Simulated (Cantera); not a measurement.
Feed: 1 mol Ti(OiPr)4, 0.24 mol CH4, 4 mol H2, held at 727 °C and 8400 Pa.

Cantera equilibrium calculation (NASA polynomials, part measured and part estimated; ideal gas, pure solids and liquids). Candidate condensed phases: C, C6H6, C7H8, C8H18, H2O, Ti, TiC, TiO, TiO2, Ti2O3, Ti3O5, Ti4O7; 113 gas species. The feed counts by its element totals alone. Rates play no part.

Base state: H2 0.895, CO 0.0949, CH4 0.00643, H2O 0.00282, CO2 0.000429 (mole fractions); condensed: C(graphite) + TiO2(rutile).

Task: What changes in the equilibrium state with this change: pressure from 8400 Pa to 13300 Pa?

Result: 
| species | before | after |
|---|---|---|
| H2 | 0.895 | 0.891 |
| CO | 0.0949 | 0.0934 |
| CH4 | 0.00643 | 0.0101 |
| H2O | 0.00282 | 0.00439 |
| CO2 | 0.000429 | 0.000660 |
| C(graphite), mol | 10.2 | 10.1 |
| TiO2(rutile), mol | 1.00 | 1.00 |
